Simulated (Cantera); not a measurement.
**Hydrocarbon pyrolysis for carbon deposition**

A perfectly stirred reactor is fed with 14.7 % CH4, 85.3 % N2, at 0.0132 atm; it is held at 1375 K, and followed from long to short residence time.

Detailed kinetics in Cantera: GRI-Mech 3.0 (53 species, 325 reactions). GRI-Mech 3.0 stops at C3 and has no aromatics, soot or wall deposition, so with more carbon than oxygen in the feed, carbon stays in small species such as C2H2 where larger ones or solid carbon would form. Radical loss at walls, strong at low pressure, is not modelled.

```
τ (s)    x CH4      x H2    x CH3     x C2H    x C2H4    x C2H2     x HCN
-------  -----  --------  -------  --------  --------  --------  --------
21       0.131    0.0200  9.28e-5  1.81e-10  0.000898   0.00604  1.62e-10
3.5      0.145   0.00293  9.49e-5  1.89e-11  0.000604  0.000543  4.57e-12
0.60     0.147  0.000107  4.25e-5    <1e-12   3.41e-5   3.38e-6    <1e-12
0.10     0.147   5.61e-6  9.57e-6    <1e-12   3.06e-7   3.53e-9    <1e-12
0.017    0.147   8.50e-7  1.69e-6    <1e-12   1.62e-9  2.87e-12    <1e-12
0.0028   0.147   1.38e-7  2.78e-7    <1e-12  6.94e-12    <1e-12    <1e-12
0.00048  0.147   2.22e-8  4.61e-8    <1e-12    <1e-12    <1e-12    <1e-12
```
x: mole fraction; the columns are a selection and need not sum to one.
